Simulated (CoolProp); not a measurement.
Saturation properties of R141b (Tc = 204.4 °C, pc = 4.212 MPa, ω = 0.220).

Model: reference Helmholtz-energy equation of state, Lemmon 2006, in CoolProp. It is a short technical equation, of lower accuracy than the large ones.

| T (°C) | p (MPa) | liquid density (kg/m³) | surface tension (mN/m) |
|---|---|---|---|
| 42.55 | 0.1445 | 1199 | 16.1 |
| 50.95 | 0.1883 | 1182 | 15.0 |
| 59.35 | 0.2416 | 1165 | 14.0 |
| 67.75 | 0.3058 | 1147 | 13.1 |
| 76.15 | 0.3822 | 1128 | 12.1 |
| 84.55 | 0.4720 | 1109 | 11.1 |
| 92.95 | 0.5768 | 1090 | 10.2 |
| 101.35 | 0.6979 | 1069 | 9.27 |
| 109.75 | 0.8370 | 1048 | 8.36 |

It boils at 32.0 °C under 1 atm.

Surface tension comes from a separate correlation (Mulero 2012).
